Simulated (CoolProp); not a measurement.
Vapour-liquid equilibrium of n-hexane (1) + ethylbenzene (2) at 0.0178 bar; x and y are mole fractions of (1).

The numbers come from the multi-fluid Helmholtz-energy mixture model, Thol 2019 and Zhou 2012; pair parameters Bell 2016 in CoolProp.

| x | bubble temperature (K) | y at the bubble point | dew temperature at overall composition x (K) | liquid density (mol/L) |
|---|---|---|---|---|
| 0.05 | (withheld) | 0.590 | 303.2 | 8.171 |
| 0.2 | 272.0 | 0.889 | 300.2 | (withheld) |
| 0.35 | 265.0 | (withheld) | 296.8 | (withheld) |
| 0.5 | (withheld) | 0.966 | 292.6 | 8.214 |
| 0.65 | 257.8 | 0.979 | 287.2 | 8.174 |
| 0.8 | 255.4 | 0.989 | 279.3 | 8.129 |
| 0.95 | (withheld) | 0.997 | 263.9 | 8.083 |

Problem. What belongs in the gaps?

Solution. 
- 0.05, bubble temperature (K): 289.5
- 0.2, liquid density (mol/L): 8.250
- 0.35, y at the bubble point: 0.944
- 0.35, liquid density (mol/L): 8.244
- 0.5, bubble temperature (K): 260.8
- 0.95, bubble temperature (K): 253.1

No azeotrope shows between x = 0.05 and 0.95.

The pair parameters rest on a limited set of measurements; away from them the model extrapolates.
